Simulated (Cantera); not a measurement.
A closed system holds: 1 mol HI, 0.61 mol H2, held at 1850 K and 75.0 Torr.

Equilibrium computed with Cantera from the NASA thermochemical tables; the gas is ideal and each condensed phase is pure. Candidate condensed phases: I2; 5 gas species. Equilibrium is a limit: real reactors are often held back by kinetics, nucleation or transport.

Question: What is the equilibrium state?

Answer: 
```
Item                                 Result
--------------------------------  ---------
x(H2)                                 0.506
x(I)                                  0.408
x(HI)                                0.0838
x(H)                                0.00121
x(I2)                               0.00104
gas amount                        2.024 mol
log10 activity of I2(l) (absent)      -6.19
```
